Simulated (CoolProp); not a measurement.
Saturated liquid density (kg/m³) of ethane: the reference equation beside estimates from Tc = 32.2 °C, pc = 4.872 MPa, ω = 0.099. Rackett uses Z = 0.29056 − 0.08775 ω.

Values from CoolProp's reference Helmholtz-energy equation of state, Bücker 2006.

```
T (°C)   reference  Rackett  Redlich-Kwong  Soave-Redlich-Kwong  Peng-Robinson
-------  ---------  -------  -------------  -------------------  -------------
-111.65      571.8    568.5          551.4                551.5          621.4
-106.25      565.4    562.2          544.9                545.4          614.9
-100.95      559.0    555.9          538.2                539.2          608.2
-95.65       552.6    549.6          531.3                532.8          601.3
-90.35       546.0    543.1          524.2                526.1          594.1
-85.05       539.4    536.5          516.8                519.2          586.6
-79.75       532.6    529.7          509.2                512.1          578.8
-74.45       525.7    522.8          501.4                504.6          570.7
-69.15       518.6    515.8          493.3                496.9          562.3
-63.85       511.4    508.6          484.8                488.9          553.4
-58.55       504.0    501.2          476.1                480.5          544.2
```

Absolute difference from the reference over all 11 rows, mean and median: Rackett 0.5 and 0.5 %, Redlich-Kwong 4.3 and 4.2 %, Soave-Redlich-Kwong 3.9 and 3.7 %, Peng-Robinson 8.6 and 8.7 %.
